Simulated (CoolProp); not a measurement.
Vapour-liquid equilibrium of R13 (1) + R11 (2) at 123 kPa; x and y are mole fractions of (1).

Model: multi-fluid Helmholtz-energy mixture model, Platzer 1990 and Jacobsen 1992; pair parameters Bell 2016, in CoolProp. This equation is an older, rougher fit; its heat capacities, sound speeds and derivatives of the liquid may be far off and weren't checked against measurements.

```json
[
 {"x": "0.05", "bubble temperature (K)": "258.8", "y at the bubble point": "0.832", "dew temperature at overall composition x (K)": "300.9", "liquid density (mol/L)": "11.48"},
 {"x": "0.15", "bubble temperature (K)": "227.0", "y at the bubble point": "0.974", "dew temperature at overall composition x (K)": "297.7", "liquid density (mol/L)": "12.19"},
 {"x": "0.25", "bubble temperature (K)": "215.7", "y at the bubble point": "0.989", "dew temperature at overall composition x (K)": "294.2", "liquid density (mol/L)": "12.59"},
 {"x": "0.35", "bubble temperature (K)": "…", "y at the bubble point": "0.994", "dew temperature at overall composition x (K)": "290.2", "liquid density (mol/L)": "12.90"},
 {"x": "0.45", "bubble temperature (K)": "206.2", "y at the bubble point": "0.996", "dew temperature at overall composition x (K)": "285.8", "liquid density (mol/L)": "13.18"},
 {"x": "0.55", "bubble temperature (K)": "203.7", "y at the bubble point": "0.997", "dew temperature at overall composition x (K)": "…", "liquid density (mol/L)": "…"},
 {"x": "0.65", "bubble temperature (K)": "201.7", "y at the bubble point": "0.998", "dew temperature at overall composition x (K)": "274.7", "liquid density (mol/L)": "…"},
 {"x": "0.75", "bubble temperature (K)": "200.0", "y at the bubble point": "0.998", "dew temperature at overall composition x (K)": "267.1", "liquid density (mol/L)": "13.90"},
 {"x": "0.85", "bubble temperature (K)": "198.3", "y at the bubble point": "0.999", "dew temperature at overall composition x (K)": "256.5", "liquid density (mol/L)": "14.12"},
 {"x": "0.95", "bubble temperature (K)": "196.4", "y at the bubble point": "…", "dew temperature at overall composition x (K)": "236.9", "liquid density (mol/L)": "14.32"}
]
```

**Question.** Complete the blanks.

**Answer.** 
- 0.35, bubble temperature (K): 209.8
- 0.55, dew temperature at overall composition x (K): 280.8
- 0.55, liquid density (mol/L): 13.43
- 0.65, liquid density (mol/L): 13.67
- 0.95, y at the bubble point: 1.000

No azeotrope shows between x = 0.05 and 0.95.

The pair parameters rest on a limited set of measurements; away from them the model extrapolates. With so large a gap from Raoult's law the liquid may split in two, which this calculation doesn't test in full.
